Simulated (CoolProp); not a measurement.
Properties of propylene along the isobar 3180 kPa.

The numbers come from the reference Helmholtz-energy equation of state, Lemmon 2013 in CoolProp.

```tsv
T (K)	phase	Z	cv (kJ/(kg K))	conductivity (mW/(m K))	fugacity coefficient
145.5	liquid	0.1571	1.372	176	8.806e-5
152.1	liquid	0.1518	1.360	174	0.0001911
158.8	liquid	0.1470	1.351	172	0.0003891
165.4	liquid	0.1426	1.345	170	0.0007349
172	liquid	0.1386	1.340	167	0.001312
178.7	liquid	0.1349	1.337	165	0.002246
185.3	liquid	0.1316	1.336	163	0.003648
191.9	liquid	0.1285	1.337	160	0.005700
198.6	liquid	0.1256	1.341	158	0.008649
205.2	liquid	0.1230	1.345	155	0.01264
```

Thermal conductivity comes from a separate model (Huber 2003), an estimate that may be off by 10 % or more.
